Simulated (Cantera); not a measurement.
Charge: 1 mol Si, 2.4 mol HCl, 2.3 mol H2, held at 1075 K and 1330 Pa.

Method: chemical equilibrium by Gibbs-energy minimisation in Cantera with the NASA 1993 tables (ideal gas, pure condensed phases). Candidate condensed phases: Si; 19 gas species. The tables' values for SiCl3 are old estimates; treat these amounts as uncertain. Kinetics and transport are ignored.

Base state: H2 0.801, SiCl4 0.106, HCl 0.0584, SiHCl3 0.0181, SiCl2 0.00830, SiCl3 0.00745, SiH2Cl2 0.000361 (mole fractions); condensed: Si(s).

**Question.** What changes in the equilibrium state with this change: HCl from 2.4 to 6.9 mol?

**Answer.** 
```
species       before     after
----------  --------  --------
H2             0.801     0.521
HCl           0.0584     0.357
SiCl4          0.106     0.118
SiHCl3        0.0181   0.00215
SiH2Cl2     0.000361   4.56e-6
SiCl2        0.00830  0.000161
SiCl3        0.00745   0.00110
Si(s), mol     0.416         0
```
